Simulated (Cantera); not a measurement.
A freely propagating, adiabatic, planar premixed flame of CH₄ : CO : O₂ : N₂ = 1 : 0.084 : 1.36 : 5.58 (molar parts), equivalence ratio 1.5, unburnt at 500 K and 0.444 atm; mixture-averaged transport, grid criteria slope 0.08 and curve 0.16, no radiation.

Model: GRI-Mech 3.0 (53 species, 325 reactions), integrated in Cantera. Burning velocities carry a grid error of a few per cent, more on coarse grids.

What does this change do: inlet temperature 500 to 573 K?


| quantity | before | after |
|---|---|---|
| laminar burning velocity | 36.8 cm/s | 53.7 cm/s |
| thermal thickness | 1.60 mm | 1.34 mm |
| peak x(H₂) | 0.0746 | 0.0735 |
| peak x(CH₂) | 4.46e-5 | 5.89e-5 |
| peak x(HCN) | 5.81e-5 | 6.21e-5 |

What does this change do: inlet temperature 500 to 700 K?


```csv
quantity,before,after
laminar burning velocity,36.8 cm/s,95.6 cm/s
thermal thickness,1.60 mm,1.04 mm
peak x(H₂),0.0746,0.0719
peak x(CH₂),4.46e-5,8.76e-5
peak x(HCN),5.81e-5,6.46e-5
```
